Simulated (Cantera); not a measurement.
Charge: 1 mol FeS2, 1.7 mol H2, at 1375 K and 1.80 bar.

Equilibrium computed with Cantera from the NASA thermochemical tables; the gas is ideal and each condensed phase is pure. Candidate condensed phases: Fe, FeS, FeS2, S; 8 gas species. FeS: taken at fixed stoichiometry. Rates play no part.

Base state: H2S 0.543, H2 0.439, S2 0.0172, SH 0.000818 (mole fractions); condensed: FeS(s).

What changes in the equilibrium state with this change: H2 from 1.7 to 25 mol?


| species | before | after |
|---|---|---|
| H2 | 0.439 | 0.960 |
| H2S | 0.543 | 0.0399 |
| SH | 0.000818 | 4.07e-5 |
| S2 | 0.0172 | 1.94e-5 |
| FeS(s), mol | 1.00 | 1.00 |
